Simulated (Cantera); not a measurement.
**Pyrogenic steam for wet oxidation**

An isothermal, constant-pressure homogeneous reactor starts with H₂ : O₂ : N₂ = 1.8 : 1 : 13 (molar parts), at 1175 K and 0.560 bar.

Computed with Cantera and the H2/O2 subset of GRI-Mech 3.0, which has no nitrogen chemistry. The temperature is held fixed by assumption; the heat of reaction is taken as removed at once.

```csv
t (s),x H₂,x O₂,x O,x OH,x H₂O
0.000200,0.0971,0.0563,0.00119,0.000651,0.0123
0.000665,0.00575,0.0101,0.000792,0.000828,0.111
0.00221,0.00107,0.00719,9.25e-5,0.000265,0.119
0.00737,0.000137,0.00676,9.43e-6,8.24e-5,0.121
0.0245,1.41e-5,0.00671,1.01e-6,2.80e-5,0.121
0.0816,1.58e-6,0.00671,1.51e-7,1.10e-5,0.121
0.271,2.70e-7,0.00671,3.21e-8,5.11e-6,0.121
0.903,6.76e-8,0.00671,8.64e-9,2.65e-6,0.121
3.01,2.35e-8,0.00671,2.89e-9,1.53e-6,0.121
10.0,1.52e-8,0.00671,1.67e-9,1.16e-6,0.121
```
x: mole fraction; the columns are a selection and need not sum to one.

Equilibrium at this temperature and pressure: H₂ 1.48e-8, O₂ 0.00671, O 1.61e-9, OH 1.14e-6, H₂O 0.121 (gas phase only).
